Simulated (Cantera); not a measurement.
Feed: 1 mol Si2Cl6, a varied amount of N2, held at 750 °C and 1.00 Torr.

Method: chemical equilibrium by Gibbs-energy minimisation in Cantera with the NASA 1993 tables (ideal gas, pure condensed phases). Candidate condensed phases: Si, Si3N4; 13 gas species. The feed counts by its element totals alone. N2 is the only nitrogen source here; it is nearly inert below about 1500 K, so the nitride shown seldom forms there in practice. The tables' values for SiCl3 are old estimates; treat these amounts as uncertain. Rates play no part.

log p: log10 of the partial pressure in bar; n: condensed amount in mol.

| n(N2) (mol) | log p N2 | log p SiCl4 | log p SiCl3 | log p SiCl2 | n Si3N4(s) |
|---|---|---|---|---|---|
| 0.48 | -3.92 | -2.92 | -5.38 | -6.52 | 0.166 |
| 0.81 | -3.49 | -3.00 | -5.51 | -6.70 | 0.166 |
| 1.4 | -3.26 | -3.11 | -5.64 | -6.84 | 0.166 |
| 2.3 | -3.12 | -3.24 | -5.76 | -6.95 | 0.166 |
| 3.9 | (withheld) | (withheld) | -5.89 | (withheld) | 0.166 |
| 6.6 | -2.97 | -3.59 | -6.04 | -7.17 | 0.166 |
| 11 | -2.93 | -3.79 | -6.20 | -7.28 | 0.166 |
| 19 | -2.91 | -4.01 | -6.36 | -7.40 | 0.166 |
| 32 | -2.90 | (withheld) | -6.53 | (withheld) | 0.166 |
| 54 | -2.89 | -4.44 | -6.70 | -7.63 | 0.166 |
| 92 | -2.88 | -4.67 | -6.87 | -7.74 | 0.166 |

Question: Complete the blanks.

Answer: 
- 32, log p SiCl4: -4.22
- 32, log p SiCl2: -7.51
- 3.9, log p N2: -3.03
- 3.9, log p SiCl4: -3.41
- 3.9, log p SiCl2: -7.06
